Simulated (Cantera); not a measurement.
Cantera run:

```python
import numpy as np
import cantera as ct

gas_names = """
    CL CL2 H HCL H2 N NH NH2 NH3 N2 N2H2 N2H4 Si SiCL SiCL2 SiCL3 SiCL4 SiH SiHCL3 SiH2 SiH2CL2 SiH3
    SiH3CL SiH4 SiN Si2 Si2N Si3
""".split()
cond_names = """
    NH4CL(a) NH4CL(b) Si(cr) Si(L) Si3N4(a)
""".split()


def load(file, names, dense=False):
    # The tables refer to 1 bar. Condensed volumes are neglected.
    table = {s.name: s for s in ct.Species.list_from_file(file)}
    out = []
    for n in names:
        d = dict(table[n].input_data)
        d["thermo"] = dict(d["thermo"], **{"reference-pressure": 1e5})
        if dense:
            d["equation-of-state"] = {"model": "constant-volume", "density": "1e6 g/cm^3"}
        out.append(ct.Species.from_dict(d))
    return out


gas = ct.Solution(thermo="ideal-gas", species=load("nasa_gas.yaml", gas_names))
cond = {s.name: ct.Solution(thermo="fixed-stoichiometry", species=[s], name=s.name)
        for s in load("nasa_condensed.yaml", cond_names, dense=True)}
atoms = {
    'Si2Cl6': {'Si': 2, 'CL': 6},
    'NH3': {'N': 1, 'H': 3},
    'H2': {'H': 2},
}
top_T = {'Si3N4(a)': 2400}  # K; cautious upper limits of use, not melting points


def equilibrate(T, P, feed):
    n = {}
    for name, mol in feed.items():
        for a, k in atoms[name].items():
            n[a] = n.get(a, 0.0) + k * mol
    gas.TPX = T, P, n
    mass = sum(n.values()) * gas.mean_molecular_weight
    gas.equilibrate("TP")
    valid = [c for c in cond.values() if c.min_temp <= T <= top_T.get(c.name, c.max_temp)]
    mix = ct.Mixture([(gas, mass / gas.mean_molecular_weight)] + [(c, 0.0) for c in valid])
    mix.T, mix.P = T, P
    mix.equilibrate("TP", solver="vcs", rtol=1e-11, max_steps=5000)
    return mix


results = []
feed = {'Si2Cl6': 1, 'NH3': 25, 'H2': 32}  # mol
T = 1098.15  # K
P = 100000  # Pa
mix = equilibrate(T, P, feed)
results.append((T, P, feed, dict(zip(mix.species_names, mix.species_moles))))
x = sorted(zip(gas.X, gas.species_names), reverse=True)
print(f"T = {T:g} K  P = {P:g} Pa  gas = {mix.phase_moles(0):.4g} mol")
print("   x: " + "  ".join(f"{s} {v:.3e}" for v, s in x if v > 1e-06))
print("   condensed (mol): " + ("  ".join(f"{mix.phase(i).name} {mix.phase_moles(i):.4g}"
      for i in range(1, mix.n_phases) if mix.phase_moles(i) > 1e-12) or "none"))
```

Result:

```
T = 1098.15 K  P = 100000 Pa  gas = 83.66 mol
   x: H2 7.948e-01  N2 1.335e-01  HCL 7.157e-02  NH3 8.311e-05  SiCL4 3.356e-05  SiHCL3 5.430e-06
   condensed (mol): Si3N4(a) 0.6656
```

Equilibrium computed with Cantera from the NASA thermochemical tables; the gas is ideal and each condensed phase is pure. The feed counts by its element totals alone.
